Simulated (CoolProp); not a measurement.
The fluid at 298.15 K and 0.00414 MPa is compressed adiabatically to 0.0173 MPa with isentropic efficiency 1. The same conditions are run with several fluids, on thermodynamics alone (safety and materials aside).

Model: reference Helmholtz-energy equation of state of each fluid (dimethyl carbonate: Zhou 2011; ethanol: Schroeder 2014; R142b: Lemmon 2006; R13: Platzer 1990), in CoolProp. The equations of Platzer and Polt are older, rougher fits.

### Question
Rank dimethyl carbonate, ethanol, R142b, R13 by work (kJ/kg), highest first.

### Answer
ethanol (83.8), dimethyl carbonate (41.4), R142b (37.8), R13 (37.0)

```csv
fluid,final temperature (K),final density (kg/m³)
dimethyl carbonate,332.3,0.568
ethanol,354.2,0.272
R142b,341.9,0.613
R13,353.4,0.616
```
